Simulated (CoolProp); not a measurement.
Vapour-liquid equilibrium of dimethyl ether (1) + n-butane (2) at 218.7 K; x and y are mole fractions of (1).

The numbers come from the multi-fluid Helmholtz-energy mixture model, Wu 2011 and Bücker 2006; pair parameters Bell 2016 in CoolProp.

Task: Give the bubble pressure and the first vapour's composition at x = 0.05, 0.25, 0.75. Is there an azeotrope?

Result: x = 0.05: 0.009064 MPa, y = 0.244; x = 0.25: 0.01453 MPa, y = 0.611; x = 0.75: 0.02088 MPa, y = 0.863. No azeotrope shows between x = 0.05 and 0.95.

The pair parameters rest on a limited set of measurements; away from them the model extrapolates.
